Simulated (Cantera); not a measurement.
An isothermal plug-flow reactor at 775 K and 1650 Torr (inlet), inlet velocity 0.1 m/s, active area per volume 520 1/m; feed CH4 : O2 : N2 = 0.0065 : 0.16 : 0.79 (molar parts), equivalence ratio 0.081.

Cantera simulation using Deutschmann's 1995 Pt surface mechanism with GRI-Mech 3.0 gas chemistry; the numbers are that mechanism's predictions, not measurements. Catalytic surfaces can have several steady states; this one follows from the mechanism file's or the stated starting coverage. Mass transfer to the wall is taken as infinitely fast.

### Question
Predict: x(CH4) at z = 0.067 m; x(O2) at z = 0.067 m; x(H2O) at z = 0.067 m; x(CO2) at z = 0.067 m; x(CO) at z = 0.067 m; θ(free Pt) at the exit; θ(O*) at the exit.

### Answer
x(CH4) at z = 0.067 m: 0.00644
x(O2) at z = 0.067 m: 0.167
x(H2O) at z = 0.067 m: 0.000712
x(CO2) at z = 0.067 m: 0.000355
x(CO) at z = 0.067 m: 5.90e-7
θ(free Pt) at the exit: 0.0147
θ(O*) at the exit: 0.985
